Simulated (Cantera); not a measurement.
Cantera with NASA thermochemical tables; ideal gases at 1 bar, condensed phases pure. Values are per mole of reaction as written; species without (g) are pure solids or liquids, kept so even where they would boil at 1 bar.

Between 2275 and 2625 K, where is each reaction favourable under standard conditions?
- CO2(g) + Ca(g) = CaO + CO(g)


- CO2(g) + Ca(g) = CaO + CO(g): ΔG° is -262 kJ at 2275 K and -225 kJ at 2625 K; it stays negative (K > 1). ΔH° is -500 kJ and ΔS° -105 J/K at 2625 K.
